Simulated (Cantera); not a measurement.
A perfectly stirred reactor is fed with 100 % N2O, at 1700 Pa; it is held at 1575 K, and followed from long to short residence time.

Detailed kinetics in Cantera: GRI-Mech 3.0 (53 species, 325 reactions). GRI-Mech 3.0 was tuned for natural gas; its chemistry of N2O as a main component is partial and can be far from experiment. Radical loss at walls, strong at low pressure, is not modelled. The temperature is held fixed by assumption; the heat of reaction is taken as removed at once.

x: mole fraction; the columns are a selection and need not sum to one.

```tsv
τ (s)	x N2O	x N2	x NO2	x NO	x O2	x O
7.0	0.0410	0.550	___	0.178	0.231	0.000135
1.6	0.155	0.483	___	0.160	0.201	0.000140
0.36	0.448	0.315	___	0.105	0.131	0.000141
0.083	0.779	0.126	___	0.0422	0.0526	0.000141
0.019	0.939	0.0348	___	0.0116	0.0144	0.000141
0.0043	0.986	0.00820	___	0.00270	0.00336	0.000138
0.00097	0.997	0.00180	___	0.000561	0.000698	0.000126
```

### Question
Fill in the missing entries.

### Answer

- 7.0, x NO2: 4.63e-5
- 1.6, x NO2: 3.74e-5
- 0.36, x NO2: 1.89e-5
- 0.083, x NO2: 4.87e-6
- 0.019, x NO2: 7.48e-7
- 0.0043, x NO2: 6.77e-8
- 0.00097, x NO2: 3.56e-9
